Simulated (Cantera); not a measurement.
# Equilibrium for hydrogen reduction and annealing atmospheres: Cr2O3 + H2 + N2

Input: 1 mol Cr2O3, a varied amount of H2, 0.97 mol N2, equilibrated at 1998.15 K and 101000 Pa.

These are equilibrium values from Cantera (NASA tables, ideal gas, pure condensed phases), not measurements of a reactor. Candidate condensed phases: Cr, CrN, Cr2N, Cr2O3, H2O; 29 gas species. Rates play no part.

| n(H2) (mol) | x H2 | x H2O | x N2 | x H | n Cr(s) |
|---|---|---|---|---|---|
| 240 | 0.981 | 0.0124 | 0.00402 | 0.00158 | 1.73 |
| 280 | 0.983 | 0.0106 | 0.00345 | 0.00158 | 1.69 |
| 330 | 0.985 | 0.00904 | 0.00292 | 0.00158 | 1.63 |
| 380 | 0.987 | 0.00785 | 0.00254 | 0.00158 | 1.58 |
| 440 | 0.988 | 0.00678 | 0.00220 | 0.00159 | 1.51 |
| 510 | 0.990 | 0.00585 | 0.00189 | 0.00159 | 1.43 |
| 600 | 0.991 | 0.00498 | 0.00161 | 0.00159 | 1.33 |
| 690 | 0.992 | 0.00433 | 0.00140 | 0.00159 | 1.23 |
| 810 | 0.992 | 0.00369 | 0.00119 | 0.00159 | 1.10 |
| 940 | 0.993 | 0.00318 | 0.00103 | 0.00159 | 0.955 |
| 1100 | 0.994 | 0.00272 | 0.000879 | 0.00159 | 0.778 |
| 1300 | 0.994 | 0.00230 | 0.000744 | 0.00159 | 0.556 |
x: gas mole fraction; n: condensed amount in mol.

From 240 mol H2 to 1300 mol H2 the condensed part is Cr(s). The main Cr-bearing gas is Cr throughout. The share of Cr in condensed phases is highest at 240 mol H2 (86.5 %) and lowest at 1300 mol H2 (27.8 %).
